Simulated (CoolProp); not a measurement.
Properties of decamethylcyclopentasiloxane (D5) along the isobar 1.72 MPa.

Computed with CoolProp (reference Helmholtz-energy equation of state, Thol 2019).

```json
[
 {"T (°C)": "267.25", "phase": "liquid", "density (kg/m³)": "676.9", "cp (kJ/(kg K))": "2.096", "cv (kJ/(kg K))": "1.858", "speed of sound (m/s)": "314.2", "expansivity (1/kK)": "2.246"},
 {"T (°C)": "276.05", "phase": "liquid", "density (kg/m³)": "663.2", "cp (kJ/(kg K))": "2.116", "cv (kJ/(kg K))": "1.872", "speed of sound (m/s)": "293.9", "expansivity (1/kK)": "2.407"},
 {"T (°C)": "284.95", "phase": "liquid", "density (kg/m³)": "648.6", "cp (kJ/(kg K))": "2.137", "cv (kJ/(kg K))": "1.887", "speed of sound (m/s)": "273.4", "expansivity (1/kK)": "2.603"},
 {"T (°C)": "293.75", "phase": "liquid", "density (kg/m³)": "633.2", "cp (kJ/(kg K))": "2.159", "cv (kJ/(kg K))": "1.902", "speed of sound (m/s)": "252.9", "expansivity (1/kK)": "2.840"},
 {"T (°C)": "302.65", "phase": "liquid", "density (kg/m³)": "616.6", "cp (kJ/(kg K))": "2.184", "cv (kJ/(kg K))": "1.916", "speed of sound (m/s)": "232.0", "expansivity (1/kK)": "3.138"},
 {"T (°C)": "311.45", "phase": "liquid", "density (kg/m³)": "598.9", "cp (kJ/(kg K))": "2.212", "cv (kJ/(kg K))": "1.931", "speed of sound (m/s)": "211.2", "expansivity (1/kK)": "3.516"},
 {"T (°C)": "320.35", "phase": "liquid", "density (kg/m³)": "579.2", "cp (kJ/(kg K))": "2.245", "cv (kJ/(kg K))": "1.945", "speed of sound (m/s)": "189.9", "expansivity (1/kK)": "4.016"},
 {"T (°C)": "329.15", "phase": "liquid", "density (kg/m³)": "557.5", "cp (kJ/(kg K))": "2.283", "cv (kJ/(kg K))": "1.960", "speed of sound (m/s)": "168.6", "expansivity (1/kK)": "4.688"},
 {"T (°C)": "338.05", "phase": "liquid", "density (kg/m³)": "532.6", "cp (kJ/(kg K))": "2.331", "cv (kJ/(kg K))": "1.975", "speed of sound (m/s)": "146.9", "expansivity (1/kK)": "5.647"},
 {"T (°C)": "346.85", "phase": "supercritical", "density (kg/m³)": "503.9", "cp (kJ/(kg K))": "2.393", "cv (kJ/(kg K))": "1.990", "speed of sound (m/s)": "125.4", "expansivity (1/kK)": "7.045"}
]
```
